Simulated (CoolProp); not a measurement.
Vapour-liquid equilibrium of o-xylene (1) + n-undecane (2) at 29.05 °C; x and y are mole fractions of (1).

Computed with CoolProp (multi-fluid Helmholtz-energy mixture model, Zhou 2012 and Aleksandrov 2011; pair parameters Bell 2016).

| x | bubble pressure (MPa) | y at the bubble point | dew pressure at overall composition x (MPa) | liquid density (mol/L) |
|---|---|---|---|---|
| 0.05 | 0.0001298 | 0.428 | 8.203e-5 | 4.803 |
| 0.2 | 0.0002910 | 0.786 | 9.607e-5 | 5.166 |
| 0.35 | 0.0004545 | 0.889 | 0.0001159 | 5.576 |
| 0.5 | 0.0006151 | 0.937 | 0.0001461 | 6.044 |
| 0.65 | 0.0007715 | 0.964 | 0.0001978 | 6.583 |
| 0.8 | 0.0009256 | 0.983 | 0.0003063 | 7.209 |
| 0.95 | 0.001080 | 0.996 | 0.0006822 | 7.944 |

No azeotrope shows between x = 0.05 and 0.95.

The pair parameters rest on a limited set of measurements; away from them the model extrapolates. The gap from Raoult's law changes sign with composition, which may be real or a fault of the pair parameters; it wasn't checked against measurements.
